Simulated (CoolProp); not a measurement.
Vapour-liquid equilibrium of R22 (1) + cyclohexane (2) at 12.65 °C; x and y are mole fractions of (1).

The numbers come from the multi-fluid Helmholtz-energy mixture model, Kamei 1995 and Zhou 2014; pair parameters Bell 2016 in CoolProp.

```csv
x,"bubble pressure, mixture model (MPa)","bubble pressure, Raoult's law (MPa)","y, mixture model","y, Raoult's law"
0.05,0.09998,0.04373,0.928,0.843
0.125,0.2153,0.09845,0.967,0.936
0.2,0.3049,0.1532,0.977,0.962
0.275,0.3730,0.2079,0.982,0.975
0.35,0.4245,0.2626,0.984,0.982
0.425,0.4640,0.3173,0.986,0.987
0.5,0.4957,0.3721,0.987,0.990
0.575,0.5232,0.4268,0.989,0.993
0.65,0.5498,0.4815,0.990,0.995
0.725,0.5781,0.5362,0.991,0.996
0.8,0.6107,0.5910,0.993,0.998
0.875,0.6499,0.6457,0.995,0.999
0.95,0.6983,0.7004,0.998,0.999
```

The largest gap from Raoult's law is +128.6 % in bubble pressure, at x = 0.05. No azeotrope shows between x = 0.05 and 0.95.

Pair parameters are fitted to limited data, so mixtures are less certain than the pure fluids. With so large a gap from Raoult's law the liquid may split in two, which this calculation doesn't test in full.
